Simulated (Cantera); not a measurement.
MgO + C + H2 + H2S (sublimation and decomposition of ceramics)

Input: 1 mol MgO, 0.024 mol C, 1.2 mol H2, 0.012 mol H2S, held at 0.390 bar.

Equilibrium computed with Cantera from the NASA thermochemical tables; the gas is ideal and each condensed phase is pure. Candidate condensed phases: C, C6H6, C7H8, C8H18, H2O, H2SO4, Mg, MgCO3, MgO, Mg(OH)2, MgS, MgSO4, S; 155 gas species. Ions and electrons are included (thermal ionisation). The tables' values for MgH are old estimates; treat these amounts as uncertain. The numbers say what is thermodynamically allowed, not how fast it happens.

At 2727 °C the condensed part is MgO(s). From 3227 °C to 4727 °C nothing is condensed. The main Mg-bearing gas is Mg throughout.

```
T (°C)    x H   x Mg     x H2O     x O     x H2     x OH    x MgOH     x MgO      x O2  n MgO(s)
------  -----  -----  --------  ------  -------  -------  --------  --------  --------  --------
2727    0.106  0.340     0.238  0.0176    0.176   0.0477    0.0237    0.0234   0.00946    0.0623
3227    0.321  0.278    0.0530   0.110    0.116   0.0678   0.00382    0.0183    0.0194         0
3727    0.486  0.236   0.00322   0.190   0.0363   0.0252  0.000274   0.00656   0.00633         0
4227    0.531  0.225  0.000166   0.212  0.00919  0.00671   2.20e-5   0.00233   0.00142         0
4727    0.539  0.219   1.29e-5   0.217  0.00274  0.00205   2.61e-6  0.000958  0.000373         0
```
x: gas mole fraction; n: condensed amount in mol.
